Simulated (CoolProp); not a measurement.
Vapour pressure (MPa) of propyne: the reference equation beside estimates from Tc = 402.7 K, pc = 5.658 MPa, ω = 0.204. Clausius-Clapeyron is anchored at 310.7 K with a constant enthalpy of vaporisation of 17.93 kJ/mol.

The numbers come from the reference Helmholtz-energy equation of state, Polt 1992 in CoolProp. This equation is an older, rougher fit; its heat capacities, sound speeds and derivatives of the liquid may be far off and weren't checked against measurements.

```tsv
T (K)	reference	Clausius-Clapeyron	Redlich-Kwong	Soave-Redlich-Kwong	Peng-Robinson
304.3	0.6932	0.7128	0.9140	0.7041	0.6974
307.5	0.7568	0.7674	0.9895	0.7700	0.7622
310.7	0.8248	0.8248	1.069	0.8404	0.8315
313.9	0.8975	0.8853	1.153	0.9155	0.9054
317.1	0.9749	0.9489	1.242	0.9955	0.9841
320.3	1.057	1.016	1.335	1.081	1.068
323.5	1.145	1.086	1.433	1.171	1.157
326.7	1.238	1.159	1.536	1.267	1.251
330	1.340	1.238	1.647	1.371	1.354
333.2	1.445	1.318	1.760	1.479	1.460
336.4	1.556	1.402	1.878	1.592	1.572
339.6	1.673	1.489	2.001	1.712	1.691
```

Absolute difference from the reference over all 12 rows, mean and median: Clausius-Clapeyron 5.1 and 4.5 %, Redlich-Kwong 25.7 and 25.7 %, Soave-Redlich-Kwong 2.1 and 2.3 %, Peng-Robinson 0.9 and 1.0 %.
